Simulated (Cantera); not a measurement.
An isothermal, constant-pressure homogeneous reactor starts with H2 : O2 : N2 : H2O = 0.6 : 1 : 1.9 : 0.25 (molar parts), equivalence ratio 0.30, at 1125 K and 15000 Pa.

Computed with Cantera and GRI-Mech 3.0 (53 species, 325 reactions). The temperature is held fixed by assumption; the heat of reaction is taken as removed at once.

x: mole fraction; the columns are a selection and need not sum to one.

| t (s) | x H2 | x O2 | x N2O | x H2O | x NO | x HO2 | x NO2 |
|---|---|---|---|---|---|---|---|
| 1.00e-6 | 0.160 | 0.267 | <1e-12 | 0.0667 | <1e-12 | 9.74e-11 | <1e-12 |
| 4.92e-6 | 0.160 | 0.267 | <1e-12 | 0.0667 | <1e-12 | 4.83e-10 | <1e-12 |
| 2.42e-5 | 0.160 | 0.267 | <1e-12 | 0.0667 | <1e-12 | … | <1e-12 |
| 0.000119 | 0.160 | 0.267 | <1e-12 | 0.0667 | <1e-12 | … | <1e-12 |
| 0.000585 | 0.00909 | 0.202 | 1.47e-8 | 0.224 | 1.42e-6 | … | 2.35e-10 |
| 0.00288 | 0.000220 | 0.203 | 2.78e-8 | 0.246 | 1.58e-6 | … | 1.38e-8 |
| 0.0141 | 7.92e-6 | 0.203 | 2.98e-8 | 0.246 | 1.56e-6 | … | 3.15e-8 |
| 0.0695 | 4.58e-7 | 0.203 | 3.05e-8 | 0.246 | 1.57e-6 | … | 2.18e-8 |
| 0.342 | 6.12e-8 | 0.203 | 3.08e-8 | 0.246 | 1.58e-6 | … | 1.01e-8 |
| 1.68 | 1.13e-8 | 0.203 | 3.03e-8 | 0.246 | 1.59e-6 | 4.96e-9 | 7.19e-9 |
| 8.27 | 3.81e-9 | 0.203 | 2.65e-8 | 0.246 | 1.58e-6 | 5.05e-9 | 1.32e-8 |
| 40.7 | 3.43e-9 | 0.203 | 1.37e-8 | 0.246 | 1.58e-6 | 5.24e-9 | 1.49e-8 |
| 200 | 3.43e-9 | 0.203 | 2.39e-9 | 0.246 | 1.58e-6 | 5.24e-9 | 1.49e-8 |

Question: Some entries are withheld; supply them.

Answer: 
- 2.42e-5, x HO2: 2.52e-9
- 0.000119, x HO2: 7.47e-8
- 0.000585, x HO2: 4.49e-5
- 0.00288, x HO2: 9.76e-6
- 0.0141, x HO2: 7.30e-7
- 0.0695, x HO2: 8.00e-8
- 0.342, x HO2: 1.41e-8
